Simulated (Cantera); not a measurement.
# Silicon oxide and oxynitride deposition: SiF₄ + O₃ + N₂ + H₂O

A closed system holds: 1 mol SiF₄, 3.8 mol O₃, 92 mol N₂, 16 mol H₂O, held at 28000 Pa.

Equilibrium computed with Cantera from the NASA thermochemical tables; the gas is ideal and each condensed phase is pure. Candidate condensed phases: H₂O, Si, SiO₂, Si₂N₂O, Si₃N₄; 58 gas species. The tables hold silica as quartz up to 1696 K and as liquid above; real silica turns to tridymite and cristobalite and melts near 1996 K. Gases not in the tables: Si(OH)₄. Rates play no part.

| T (°C) | log p N₂ | log p H₂O | log p O₂ | log p HF | log p SiF₄ | n SiO₂(α-quartz) | n SiO₂(β-quartz) |
|---|---|---|---|---|---|---|---|
| 427 | -0.65 | -1.44 | -1.86 | -2.23 | -3.01 | 0.600 | 0 |
| 502 | -0.65 | -1.46 | -1.86 | -2.12 | -3.28 | 0.784 | 0 |
| 577 | -0.65 | -1.46 | -1.86 | -2.06 | -3.65 | 0 | 0.907 |
| 652 | -0.65 | -1.47 | -1.86 | -2.03 | -4.07 | 0 | 0.965 |
| 727 | -0.65 | -1.47 | -1.86 | -2.02 | -4.48 | 0 | 0.986 |
| 802 | -0.65 | -1.47 | -1.86 | -2.02 | -4.86 | 0 | 0.994 |
| 877 | -0.65 | -1.47 | -1.86 | -2.02 | -5.20 | 0 | 0.997 |
| 952 | -0.65 | -1.47 | -1.86 | -2.01 | -5.50 | 0 | 0.999 |
| 1027 | -0.65 | -1.47 | -1.86 | -2.01 | -5.77 | 0 | 0.999 |
| 1102 | -0.65 | -1.47 | -1.86 | -2.01 | -6.01 | 0 | 1.000 |
| 1177 | -0.65 | -1.47 | -1.86 | -2.01 | -6.22 | 0 | 1.000 |
log p: log10 of the partial pressure in bar; n: condensed amount in mol.

From 427 °C to 502 °C the condensed part is SiO₂(α-quartz). From 577 °C to 1177 °C the condensed part is SiO₂(β-quartz).
